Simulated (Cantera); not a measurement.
Mixture: CH₄ : H₂ : O₂ : N₂ = 1 : 0.41 : 1.58 : 5.92 (molar parts), equivalence ratio 1.4, at 1.70 bar, adiabatic and at constant pressure. Ignition delay is the time to a rise of 400 K.

Computed with Cantera and GRI-Mech 3.0 (53 species, 325 reactions).

Task: What does this change do: N2 5.92 to 4 parts?

Result: 
```csv
quantity,before,after
delay at 1225 K,2.01 ms,1.45 ms
delay at 1375 K,0.573 ms,0.417 ms
delay at 1525 K,0.189 ms,0.141 ms
delay at 1675 K,74.4 µs,56.8 µs
apparent activation energy between 1600 and 1750 K,130 kJ/mol,130 kJ/mol
```
